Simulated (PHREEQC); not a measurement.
A solution holds 5.8 mmol/kgw CaSO4 and 1.6 mmol/kgw NaF, at 25 °C. Closed to the air; pH follows from the charge balance.

Computed with PHREEQC (ion-association model, phreeqc.dat).

Question: The ionic strength comes out as 0.0197 mol/kgw. What activity coefficients do Na+, SO4-2, NaSO4-, Ca+2, F- get?

Answer: Na+ 0.87, SO4-2 0.58, NaSO4- 0.88, Ca+2 0.59, F- 0.87.

Precipitation was switched off in this run. Saturation is exceeded, for instance for Fluorite; the values hold only as long as no solid forms. Species that the database lacks are ignored.
